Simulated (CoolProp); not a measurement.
Vapour-liquid equilibrium of n-butane (1) + benzene (2) at 73.95 °C; x and y are mole fractions of (1).

Computed with CoolProp (multi-fluid Helmholtz-energy mixture model, Bücker 2006 and Thol 2012; pair parameters Bell 2016).

Problem. Give the bubble pressure and the first vapour's composition at x = 0.05, 0.15, 0.35. Is there an azeotrope?

Solution. x = 0.05: 0.1316 MPa, y = 0.385; x = 0.15: 0.2283 MPa, y = 0.672; x = 0.35: 0.4093 MPa, y = 0.847. No azeotrope shows between x = 0.05 and 0.95.

The pair parameters rest on a limited set of measurements; away from them the model extrapolates.
